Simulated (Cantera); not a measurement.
A perfectly stirred reactor is fed with CH4 : H2 : O2 : N2 = 1 : 0.032 : 1.44 : 5.41 (molar parts), equivalence ratio 1.4, at 1.01 bar; it is adiabatic with a 500 K inlet, and is followed from long to short residence time, starting on the burning branch (τ in s: 0.072, 0.032, 0.014, 0.0062, 0.0028, 0.0012, 0.00054, 0.00024, 0.00011, 4.7e-05, 2.1e-05).

Cantera simulation using GRI-Mech 3.0 (53 species, 325 reactions); the numbers are that mechanism's predictions, not measurements.

x: mole fraction; the columns are a selection and need not sum to one.

```
τ (s)    T (K)     x CH4     x H2      x O2   x H2O      x NO
-------  -----  --------  -------  --------  ------  --------
0.072     2111   6.54e-5   0.0610   9.82e-5   0.178  0.000220
0.032     2106   9.12e-5   0.0609  0.000173   0.178  0.000246
0.014     2100  0.000129   0.0607  0.000309   0.177  0.000262
0.0062    2091  0.000194   0.0604  0.000556   0.177  0.000267
0.0028    2081         ?   0.0599         ?   0.176  0.000257
0.0012    2065  0.000584   0.0592   0.00203   0.176  0.000224
0.00054   2039         ?   0.0580         ?   0.175         ?
0.00024   1974   0.00287   0.0562    0.0103   0.172   6.88e-5
0.00011    500     0.127  0.00406     0.183  <1e-12    <1e-12
4.7e-5     500     0.127  0.00406     0.183  <1e-12    <1e-12
2.1e-5     500     0.127  0.00406     0.183  <1e-12    <1e-12
```

Task: Some entries are withheld; supply them.

Result: 
- 0.0028, x CH4: 0.000316
- 0.0028, x O2: 0.00102
- 0.00054, x CH4: 0.00114
- 0.00054, x O2: 0.00415
- 0.00054, x NO: 0.000161
